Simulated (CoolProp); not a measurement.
Properties of R1132(E) at several states.

Model: reference Helmholtz-energy equation of state, Akasaka 2024, in CoolProp.

```csv
T (°C),p (bar),phase,Z,cp (kJ/(kg K)),expansivity (1/kK)
57.35,65,liquid,0.1866,2.156,6.600
89.85,44.3,gas,0.6726,1.765,10.19
70.45,65,liquid,0.2002,2.620,10.87
```
